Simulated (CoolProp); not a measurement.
Vapour-liquid equilibrium of R125 (1) + R227EA (2) at 269.7 K; x and y are mole fractions of (1).

The numbers come from the multi-fluid Helmholtz-energy mixture model, Lemmon 2005 and Lemmon 2016; pair parameters Bell 2016 in CoolProp.

```csv
x,"bubble pressure, mixture model (bar)","bubble pressure, Raoult's law (bar)","y, mixture model","y, Raoult's law"
0.05,1.912,1.928,0.141,0.156
0.125,2.215,2.250,0.308,0.334
0.2,2.523,2.572,0.437,0.467
0.275,2.834,2.894,0.540,0.571
0.35,3.149,3.215,0.624,0.654
0.425,3.467,3.537,0.693,0.721
0.5,3.787,3.859,0.752,0.778
0.575,4.109,4.181,0.803,0.826
0.65,4.435,4.502,0.847,0.867
0.725,4.763,4.824,0.886,0.902
0.8,5.095,5.146,0.921,0.933
0.875,5.431,5.467,0.953,0.961
0.95,5.772,5.789,0.982,0.985
```

The largest gap from Raoult's law is -2.1 % in bubble pressure, at x = 0.35. No azeotrope shows between x = 0.05 and 0.95.

Pair parameters are fitted to limited data, so mixtures are less certain than the pure fluids.
